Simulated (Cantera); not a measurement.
A perfectly stirred reactor is fed with H2 : O2 = 0.023 : 1 (molar parts), equivalence ratio 0.011, at 0.0133 bar; it is held at 1425 K, and followed from long to short residence time.

Computed with Cantera and the H2/O2 subset of GRI-Mech 3.0, which has no nitrogen chemistry. Radical loss at walls, strong at low pressure, is not modelled.

x: mole fraction; the columns are a selection and need not sum to one.

```csv
τ (s),x H2,x O2,x OH,x O,x HO2
13,1.52e-5,0.976,0.000761,0.00107,[?]
4.6,2.88e-5,0.975,0.00106,0.00206,[?]
1.6,5.34e-5,0.973,0.00144,0.00389,[?]
0.59,9.17e-5,0.970,0.00188,0.00663,[?]
0.21,0.000151,0.966,0.00234,0.0104,[?]
0.075,0.000239,0.962,0.00273,0.0140,[?]
0.027,0.000397,0.959,0.00305,0.0162,8.19e-7
0.0097,0.000768,0.958,0.00340,0.0169,[?]
```

Q: What belongs in the gaps?

A: 
- 13, x HO2: 1.68e-7
- 4.6, x HO2: 2.57e-7
- 1.6, x HO2: 3.77e-7
- 0.59, x HO2: 5.09e-7
- 0.21, x HO2: 6.41e-7
- 0.075, x HO2: 7.45e-7
- 0.0097, x HO2: 8.86e-7
